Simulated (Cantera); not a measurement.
Input (Python, Cantera) and output of one run.

```python
import numpy as np
import cantera as ct

gas_names = """
    CL CLO CL2 O O2 O3 Si SiCL SiCL2 SiCL3 SiCL4 SiO SiO2 Si2 Si3
""".split()
cond_names = """
    Si(cr) Si(L) SiO2(Lqz) SiO2(hqz) SiO2(L)
""".split()


# ... load() reads the species with a 1 bar reference pressure and builds the phases ...
atoms = {
    'SiCl4': {'Si': 1, 'CL': 4},
    'O3': {'O': 3},
}
top_T = {}  # K; cautious upper limits of use, not melting points


# ... equilibrate(T, P, feed) seeds the gas with the atoms and calls Mixture.equilibrate('TP', solver="vcs", rtol=1e-11, max_steps=5000) ...
results = []
T = 1248  # K
P = 160  # Pa
for m in [0.2, 1, 1.8, 2.7, 3.5, 4.3, 5.1]:
    feed = {'SiCl4': 1, 'O3': m}  # mol
    mix = equilibrate(T, P, feed)
    results.append((T, P, feed, dict(zip(mix.species_names, mix.species_moles))))

top = {s: max(r[3][s] / sum(r[3][g] for g in gas_names) for r in results) for s in gas_names}
cols = sorted((s for s in top if top[s] > 0.0001), key=lambda s: -top[s])[:6]
seen = [c for c in cond_names if any(r[3].get(c, 0) > 1e-12 for r in results)]
print("log10 of partial pressures in bar; condensed amounts in mol")
print(f"{'n(O3)':>10s}" + "".join(f"{s[:9]:>10s}" for s in cols + seen))
for T, P, feed, n in results:
    ng = sum(n[g] for g in gas_names)
    print(f"{feed['O3']:10.4g}" + "".join(f"{np.log10(max(n[s] / ng * P / 1e5, 1e-99)):10.3f}" for s in cols)
          + "".join(f"{n.get(c, 0):10.4g}" for c in seen))
```

It prints:

```
log10 of partial pressures in bar; condensed amounts in mol
     n(O3)        O2       CL2     SiCL4        CL       CLO SiO2(hqz)
       0.2   -11.217    -3.221    -3.091    -3.727   -10.779       0.3
         1    -3.530    -2.976   -10.288    -3.604    -6.813         1
       1.8    -3.162    -3.150   -11.003    -3.691    -6.716         1
       2.7    -3.039    -3.290   -11.407    -3.761    -6.725         1
       3.5    -2.985    -3.388   -11.656    -3.810    -6.746         1
       4.3    -2.951    -3.469   -11.852    -3.850    -6.770         1
       5.1    -2.928    -3.538   -12.014    -3.885    -6.793         1
```

Cantera equilibrium calculation (NASA polynomials, part measured and part estimated; ideal gas, pure solids and liquids). The tables hold silica as quartz up to 1696 K and as liquid above; real silica turns to tridymite and cristobalite and melts near 1996 K.
